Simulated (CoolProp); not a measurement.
Computed with CoolProp (reference Helmholtz-energy equation of state, Schroeder 2014).

For ethanol, give the phase and the Joule-Thomson coefficient (K/MPa), isothermal compressibility (1/MPa) at -0.15 °C and 6.41 MPa; 17.85 °C and 6.41 MPa.


- -0.15 °C and 6.41 MPa: liquid; Joule-Thomson coefficient -0.396, isothermal compressibility 0.000920
- 17.85 °C and 6.41 MPa: liquid; Joule-Thomson coefficient -0.370, isothermal compressibility 0.00103
